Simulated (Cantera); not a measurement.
A freely propagating, adiabatic, planar premixed flame of CH3OH : O2 : N2 = 1 : 1.25 : 4.25 (molar parts), unburnt at 425 K and 0.128 atm; mixture-averaged transport, grid criteria slope 0.08 and curve 0.16, no radiation.

Model: GRI-Mech 3.0 (53 species, 325 reactions), integrated in Cantera. GRI-Mech 3.0 was tuned for natural gas; its chemistry of methanol as a main component is partial and can be far from experiment. Burning velocities carry a grid error of a few per cent, more on coarse grids.

x: mole fraction of selected species; z is measured from the peak of heat release.

```json
[
 {"z (mm)": "-4.61", "T (K)": "425", "u (m/s)": "1.19", "x CH3OH": "0.154", "x O2": "0.192", "x NO": "<1e-8", "x C2H4": "<1e-8", "x H": "<1e-8", "x H2O": "3.01e-5"},
 {"z (mm)": "-3.07", "T (K)": "426", "u (m/s)": "1.20", "x CH3OH": "0.153", "x O2": "0.191", "x NO": "<1e-8", "x C2H4": "<1e-8", "x H": "<1e-8", "x H2O": "0.000329"},
 {"z (mm)": "-2.31", "T (K)": "433", "u (m/s)": "1.23", "x CH3OH": "0.152", "x O2": "0.189", "x NO": "<1e-8", "x C2H4": "<1e-8", "x H": "<1e-8", "x H2O": "0.00165"},
 {"z (mm)": "-1.54", "T (K)": "493", "u (m/s)": "1.42", "x CH3OH": "0.147", "x O2": "0.182", "x NO": "<1e-8", "x C2H4": "8.17e-8", "x H": "5.17e-8", "x H2O": "0.0113"},
 {"z (mm)": "-0.768", "T (K)": "___", "u (m/s)": "2.65", "x CH3OH": "___", "x O2": "___", "x NO": "___", "x C2H4": "___", "x H": "___", "x H2O": "___"},
 {"z (mm)": "-0.384", "T (K)": "1289", "u (m/s)": "4.04", "x CH3OH": "0.0612", "x O2": "0.109", "x NO": "3.97e-7", "x C2H4": "2.77e-6", "x H": "0.000233", "x H2O": "0.119"},
 {"z (mm)": "0", "T (K)": "1690", "u (m/s)": "5.51", "x CH3OH": "0.0110", "x O2": "0.0698", "x NO": "9.05e-7", "x C2H4": "4.94e-6", "x H": "0.00307", "x H2O": "0.175"},
 {"z (mm)": "0.384", "T (K)": "1830", "u (m/s)": "6.03", "x CH3OH": "___", "x O2": "___", "x NO": "___", "x C2H4": "___", "x H": "___", "x H2O": "0.204"},
 {"z (mm)": "0.768", "T (K)": "1858", "u (m/s)": "6.12", "x CH3OH": "1.66e-6", "x O2": "0.0295", "x NO": "1.91e-6", "x C2H4": "1.36e-7", "x H": "0.0164", "x H2O": "0.215"},
 {"z (mm)": "1.54", "T (K)": "1884", "u (m/s)": "6.16", "x CH3OH": "<1e-8", "x O2": "0.0180", "x NO": "2.58e-6", "x C2H4": "<1e-8", "x H": "0.0211", "x H2O": "0.218"},
 {"z (mm)": "3.07", "T (K)": "1909", "u (m/s)": "6.21", "x CH3OH": "<1e-8", "x O2": "0.0140", "x NO": "3.57e-6", "x C2H4": "<1e-8", "x H": "0.0224", "x H2O": "0.215"},
 {"z (mm)": "6.15", "T (K)": "1936", "u (m/s)": "6.28", "x CH3OH": "<1e-8", "x O2": "0.0127", "x NO": "5.36e-6", "x C2H4": "<1e-8", "x H": "0.0213", "x H2O": "0.216"},
 {"z (mm)": "12.3", "T (K)": "1977", "u (m/s)": "6.39", "x CH3OH": "<1e-8", "x O2": "0.0115", "x NO": "8.86e-6", "x C2H4": "<1e-8", "x H": "0.0187", "x H2O": "0.219"}
]
```

What belongs in the gaps?


- -0.768, T (K): 878
- -0.768, x CH3OH: 0.111
- -0.768, x O2: 0.148
- -0.768, x NO: 1.16e-7
- -0.768, x C2H4: 1.07e-6
- -0.768, x H: 8.92e-6
- -0.768, x H2O: 0.0650
- 0.384, x CH3OH: 0.000290
- 0.384, x O2: 0.0448
- 0.384, x NO: 1.46e-6
- 0.384, x C2H4: 1.70e-6
- 0.384, x H: 0.0104
